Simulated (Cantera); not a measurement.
A perfectly stirred reactor is fed with 16.4 % N2O, 83.6 % N2, at 0.132 atm; it is held at 1450 K, and followed from long to short residence time.

Model: GRI-Mech 3.0 (53 species, 325 reactions), integrated in Cantera. GRI-Mech 3.0 was tuned for natural gas; its chemistry of N2O as a main component is partial and can be far from experiment. The temperature is held fixed by assumption; the heat of reaction is taken as removed at once.

Predict: x(N2O) at τ = 7.20 s; x(NO2) at τ = 7.20 s; x(O) at τ = 7.20 s; x(O2) at τ = 7.20 s; x(NO) at τ = 7.20 s; x(N2O) at τ = 38.0 ms; x(NO2) at τ = 38.0 ms; x(O) at τ = 38.0 ms; x(O2) at τ = 38.0 ms; x(NO) at τ = 38.0 ms.


```
Property                 Value
---------------------  -------
x(N2O) at τ = 7.20 s   0.00628
x(NO2) at τ = 7.20 s   2.36e-5
x(O) at τ = 7.20 s     2.55e-5
x(O2) at τ = 7.20 s     0.0609
x(NO) at τ = 7.20 s     0.0239
x(N2O) at τ = 38.0 ms    0.141
x(NO2) at τ = 38.0 ms  4.01e-6
x(O) at τ = 38.0 ms    4.30e-5
x(O2) at τ = 38.0 ms   0.00839
x(NO) at τ = 38.0 ms   0.00478
```
